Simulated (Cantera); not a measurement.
A perfectly stirred reactor is fed with 0.229 % CH₃OH, 0.0479 % O₂, 99.7 % N₂, at 0.987 atm; it is held at 1375 K, and followed from long to short residence time.

Cantera simulation using GRI-Mech 3.0 (53 species, 325 reactions); the numbers are that mechanism's predictions, not measurements. GRI-Mech 3.0 was tuned for natural gas; its chemistry of methanol as a main component is partial and can be far from experiment.

x: mole fraction; the columns are a selection and need not sum to one.

| τ (s) | x CH₃OH | x O₂ | x CH₂ | x CO₂ | x CO |
|---|---|---|---|---|---|
| 4.4 | [?] | 3.62e-6 | 2.73e-10 | 0.000175 | 0.00210 |
| 1.9 | [?] | 5.57e-6 | 6.17e-10 | 0.000164 | 0.00211 |
| 0.85 | [?] | 8.76e-6 | 1.35e-9 | 0.000149 | 0.00212 |
| 0.37 | [?] | 1.42e-5 | 3.01e-9 | 0.000131 | 0.00214 |
| 0.16 | [?] | 2.33e-5 | 6.59e-9 | 0.000110 | 0.00215 |
| 0.072 | [?] | 3.74e-5 | 1.34e-8 | 9.04e-5 | 0.00217 |
| 0.032 | [?] | 6.10e-5 | 2.60e-8 | 7.17e-5 | 0.00217 |
| 0.014 | [?] | 0.000102 | 4.71e-8 | 5.40e-5 | 0.00217 |
| 0.0062 | [?] | 0.000175 | 7.17e-8 | 3.65e-5 | 0.00214 |
| 0.0027 | [?] | 0.000383 | 2.34e-8 | 6.94e-6 | 0.00115 |
| 0.0012 | [?] | 0.000436 | 4.39e-8 | 1.53e-6 | 0.000302 |

Problem. Fill in the missing entries.

Solution. 
- 4.4, x CH₃OH: 5.38e-7
- 1.9, x CH₃OH: 8.33e-7
- 0.85, x CH₃OH: 1.32e-6
- 0.37, x CH₃OH: 2.19e-6
- 0.16, x CH₃OH: 3.69e-6
- 0.072, x CH₃OH: 6.20e-6
- 0.032, x CH₃OH: 1.09e-5
- 0.014, x CH₃OH: 2.12e-5
- 0.0062, x CH₃OH: 4.90e-5
- 0.0027, x CH₃OH: 0.000735
- 0.0012, x CH₃OH: 0.00155
